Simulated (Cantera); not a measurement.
An adiabatic, constant-pressure homogeneous reactor starts with CO : H2 : O2 : N2 : H2O = 1 : 0.27 : 0.977 : 3.67 : 0.73 (molar parts), equivalence ratio 0.65, at 1575 K and 165 Torr.

Model: GRI-Mech 3.0 (53 species, 325 reactions), integrated in Cantera.

Q: Predict: time of steepest temperature rise; temperature at 0.300 s; equilibrium temperature; x(CO) at 0.300 s; x(H2) at 0.300 s; x(O2) at 0.300 s; x(H2O) at 0.300 s; x(CO2) at 0.300 s.

A: 
```
Property                                                            Result
---------------------------------  ---------------------------------------
time of steepest temperature rise                                 0.130 ms
temperature at 0.300 s                                              2481 K
equilibrium temperature                                             2481 K
x(CO) at 0.300 s                     0.0354 (gas-phase equilibrium 0.0354)
x(H2) at 0.300 s                   0.00660 (gas-phase equilibrium 0.00660)
x(O2) at 0.300 s                     0.0638 (gas-phase equilibrium 0.0638)
x(H2O) at 0.300 s                      0.144 (gas-phase equilibrium 0.144)
x(CO2) at 0.300 s                      0.126 (gas-phase equilibrium 0.126)
```
